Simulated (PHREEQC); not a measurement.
Make-up at 18 °C: 2 mmol/kgw HF, 5.3 mmol/kgw (NH4)2SiF6 and 6.3 mmol/kgw HBF4. Closed to the air; pH follows from the charge balance.

Model: ion-association model, wateq4f.dat, run in PHREEQC.

```json
{
  "pH": "2.25",
  "ionic_strength": "0.0222 mol/kgw",
  "total_alkalinity": "-48.4 meq/kg"
}
```

```tsv
species	molality	activity	log γ
NH4+	0.0106	0.00919	-0.062
H+	0.00627	0.00556	-0.052
SiF6-2	0.00528	0.00303	-0.241
BF4-	0.00512	0.00439	-0.067
HF	0.00468	0.00470	0.002
H3BO3	0.000746	0.000749	0.002
```

This is a speciation only: nothing precipitates in the calculation. SiF6-2 is the database's only silicon fluoride. Real BF4- forms and hydrolyses slowly; the run takes it at equilibrium.
